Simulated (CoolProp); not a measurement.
A single-stage vapour-compression cycle with the fluid: evaporating at 296.15 K (dew point), condensing at 354.15 K (bubble point), superheat 5 K, subcooling 0 K, compressor efficiency 0.9, no pressure losses. The same conditions are run with several fluids, on thermodynamics alone (safety and materials aside).

Computed with CoolProp (reference Helmholtz-energy equation of state of each fluid (dimethyl ether: Wu 2011; c-C4F8 (RC318): Platzer 1990; benzene: Thol 2012; n-hexane: Thol 2019; cyclohexane: Zhou 2014; R365MFC: Lemmon 2016)). The equations of Platzer and Polt are older, rougher fits.

| fluid | cooling COP | pressure ratio | discharge temperature (K) | refrigerating effect (kJ/kg) | volumetric capacity (kJ/m³) |
|---|---|---|---|---|---|
| dimethyl ether | 3.29 | … | 372.7 | … | 2970 |
| c-C4F8 (RC318) | 2.23 | … | 354.1 | 39.7 | 1020 |
| benzene | … | 9.02 | 374.8 | 335 | 122 |
| n-hexane | … | 7.94 | 354.2 | … | 153 |
| cyclohexane | 3.76 | … | 356.8 | 285 | 115 |
| R365MFC | 3.31 | … | 354.2 | 118 | 375 |

Task: Some entries are withheld; supply them.

Result: 
- dimethyl ether, pressure ratio: 4.09
- dimethyl ether, refrigerating effect (kJ/kg): 259
- c-C4F8 (RC318), pressure ratio: 4.69
- benzene, cooling COP: 3.91
- n-hexane, cooling COP: 3.48
- n-hexane, refrigerating effect (kJ/kg): 237
- cyclohexane, pressure ratio: 8.60
- R365MFC, pressure ratio: 6.91

The compression ends wet for: c-C4F8 (RC318); n-hexane; R365MFC.
